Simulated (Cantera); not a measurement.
Input (Python, Cantera):

```python
import numpy as np
import cantera as ct

gas = ct.Solution("gri30.yaml")
gas.TPX = 498, 13000, {'CH4': 1, 'O2': 1.54, 'N2': 5.78, 'H2O': 0.56, 'CO2': 0.022}
flame = ct.FreeFlame(gas, width=0.17)
flame.set_refine_criteria(ratio=3, slope=0.08, curve=0.16)
flame.transport_model = "mixture-averaged"
flame.solve(loglevel=0, auto=True)
z, T = flame.grid, flame.T
thick = (T[-1] - T[0]) / np.gradient(T, z).max()
show = ['CH4', 'O2', 'H2O', 'CH2O', 'CO', 'C2H6']
print(f"laminar burning velocity  {flame.velocity[0] * 100:.3f} cm/s")
print(f"burnt temperature         {T[-1]:.1f} K")
print(f"thermal thickness         {thick * 1e3:.4f} mm")
print(f"grid points               {len(z)}")
z0 = z[flame.heat_release_rate.argmax()]
print(f"{'z/mm':>9s}{'T/K':>9s}{'u/(m/s)':>9s}" + "".join(f"{s:>11s}" for s in show))
rows = []
for k in (-3, -2, -1.5, -1, -0.5, -0.25, 0, 0.25, 0.5, 1, 2, 4, 8):
    zz = z0 + k * thick
    rows.append([k * thick, np.interp(zz, z, T), np.interp(zz, z, flame.velocity),
                 *(np.interp(zz, z, flame.X[gas.species_index(s)]) for s in show)])
    print(f"{rows[-1][0] * 1e3:9.3f}{rows[-1][1]:9.1f}{rows[-1][2]:9.3f}" + "".join(f"{x:11.3e}" for x in rows[-1][3:]))
```

Result:

```
laminar burning velocity  90.405 cm/s
burnt temperature         2066.0 K
thermal thickness         2.6905 mm
grid points               162
     z/mm      T/K  u/(m/s)        CH4         O2        H2O       CH2O         CO       C2H6
   -8.072    498.1    0.906  1.121e-01  1.727e-01  6.280e-02  4.244e-08  1.646e-06  1.980e-08
   -5.381    499.7    0.912  1.115e-01  1.719e-01  6.276e-02  1.138e-06  3.110e-05  6.666e-07
   -4.036    508.7    0.933  1.102e-01  1.706e-01  6.350e-02  9.360e-06  2.172e-04  7.311e-06
   -2.691    586.9    1.090  1.039e-01  1.644e-01  7.122e-02  9.309e-05  2.328e-03  1.482e-04
   -1.345   1016.2    1.931  7.111e-02  1.284e-01  1.139e-01  6.117e-04  1.994e-02  1.567e-03
   -0.673   1395.5    2.691  3.816e-02  8.711e-02  1.539e-01  9.477e-04  4.192e-02  1.271e-03
    0.000   1722.3    3.357  1.022e-02  4.287e-02  1.917e-01  6.000e-04  6.392e-02  1.221e-04
    0.673   1870.8    3.655  1.202e-03  1.692e-02  2.114e-01  1.515e-04  6.938e-02  1.494e-06
    1.345   1908.1    3.720  8.671e-05  7.152e-03  2.171e-01  1.697e-05  6.458e-02  8.640e-09
    2.691   1923.6    3.735  4.254e-07  3.002e-03  2.166e-01  1.208e-07  5.681e-02  3.824e-13
    5.381   1934.7    3.747  1.571e-10  2.297e-03  2.151e-01  1.756e-10  5.301e-02  3.327e-19
   10.762   1948.9    3.770  1.025e-14  1.998e-03  2.158e-01  9.832e-11  5.249e-02  8.028e-24
   21.524   1970.0    3.805  1.142e-15  1.604e-03  2.176e-01  1.016e-10  5.265e-02  2.806e-29
```

Detailed kinetics in Cantera: GRI-Mech 3.0 (53 species, 325 reactions). Burning velocities carry a grid error of a few per cent, more on coarse grids.
